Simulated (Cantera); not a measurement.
A perfectly stirred reactor is fed with CH3OH : O2 : N2 = 0.014 : 0.023 : 1 (molar parts), at 5.00 bar; it is held at 1300 K, and followed from long to short residence time.

Computed with Cantera and GRI-Mech 3.0 (53 species, 325 reactions). GRI-Mech 3.0 was tuned for natural gas; its chemistry of methanol as a main component is partial and can be far from experiment. The temperature is held fixed by assumption; the heat of reaction is taken as removed at once.

One state of this run: x CH3OH = 2.61e-5; x O2 = 0.00295; x HCO = 9.45e-8; x C2H = <1e-12; x H = 3.50e-5; x C2H6 = 6.97e-11. x: mole fraction; the columns are a selection and need not sum to one.

Problem. Which value of τ (s) does it belong to?
A. 1.0
B. 0.0023
C. 0.22
D. 0.011

Solution. D, 0.011
